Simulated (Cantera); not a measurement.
**Thermodynamics of sublimation and decomposition of ceramics, feed MgO + H₂**

A closed system holds: 1 mol MgO, a varied amount of H₂, equilibrated at 2125 K and 12.0 Pa.

Equilibrium computed with Cantera from the NASA thermochemical tables; the gas is ideal and each condensed phase is pure. Candidate condensed phases: H₂O, Mg, MgO, Mg(OH)₂; 15 gas species. The tables' values for MgH are old estimates; treat these amounts as uncertain. Rates play no part.

```tsv
n(H₂) (mol)	x H₂	x Mg	x H₂O	x H	x OH	x O	x O₂	n MgO(s)
0.045	0.154	0.364	0.287	0.130	0.0301	0.0180	0.0143	0.968
0.098	0.154	0.364	0.287	0.130	0.0301	0.0180	0.0143	0.931
0.21	0.154	0.364	0.287	0.130	0.0301	0.0180	0.0143	0.852
0.45	0.154	0.364	0.287	0.130	0.0301	0.0180	0.0143	0.683
0.97	0.154	0.364	0.287	0.130	0.0301	0.0180	0.0143	0.318
2.1	0.260	0.286	0.250	0.169	0.0201	0.00927	0.00378	0
4.5	0.457	0.160	0.147	0.224	0.00893	0.00311	0.000424	0
9.6	0.583	0.0820	0.0765	0.253	0.00412	0.00127	7.07e-5	0
```
x: gas mole fraction; n: condensed amount in mol.

From 0.045 mol H₂ to 0.97 mol H₂ the condensed part is MgO(s). From 2.1 mol H₂ to 9.6 mol H₂ nothing is condensed. The main Mg-bearing gas is Mg throughout.
